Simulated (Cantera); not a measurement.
Adiabatic ignition

An adiabatic, constant-volume homogeneous reactor starts with C₃H₈ : O₂ : N₂ : H₂O = 1 : 6.67 : 25.1 : 8 (molar parts), at 1025 K and 1.00 bar.

Detailed kinetics in Cantera: GRI-Mech 3.0 (53 species, 325 reactions). GRI-Mech 3.0 was tuned for natural gas; its chemistry of propane as a main component is partial and can be far from experiment.

```csv
t (s),T (K),P (bar),x C₃H₈,x O₂,x H₂O,x CH₂,x OH,x HCO
3.00e-6,1025,1.00,0.0245,0.164,0.196,<1e-12,1.33e-12,<1e-12
9.53e-6,1025,1.00,0.0245,0.164,0.196,<1e-12,4.60e-12,<1e-12
3.03e-5,1025,1.00,0.0245,0.164,0.196,<1e-12,9.47e-12,<1e-12
9.62e-5,1025,1.00,0.0245,0.164,0.196,<1e-12,2.40e-11,<1e-12
0.000306,1025,1.000,0.0245,0.164,0.196,<1e-12,7.68e-11,<1e-12
0.000972,1025,1.000,0.0245,0.164,0.196,<1e-12,3.08e-10,<1e-12
0.00309,1025,1.000,0.0245,0.164,0.196,<1e-12,1.26e-9,<1e-12
0.00981,1025,1.00,0.0245,0.164,0.196,<1e-12,1.75e-9,1.00e-12
0.0312,1025,1.00,0.0244,0.164,0.196,<1e-12,1.91e-9,4.10e-12
0.0990,1025,1.00,0.0239,0.163,0.196,<1e-12,2.63e-9,1.83e-11
0.315,1034,1.01,0.0201,0.161,0.197,3.19e-12,2.90e-8,7.30e-10
1.00,2396,2.41,<1e-12,0.0375,0.277,<1e-12,0.00896,1.07e-9
```
x: mole fraction; the columns are a selection and need not sum to one.

```yaml
time_of_steepest_temperature_rise: 0.345 s
temperature at 1.00 s: 2396 K
equilibrium_temperature: 2396 K
x(C₃H₈) at 1.00 s: <1e-12 (gas-phase equilibrium <1e-12)
x(O₂) at 1.00 s: 0.0375 (gas-phase equilibrium 0.0375)
x(H₂O) at 1.00 s: 0.277 (gas-phase equilibrium 0.277)
```
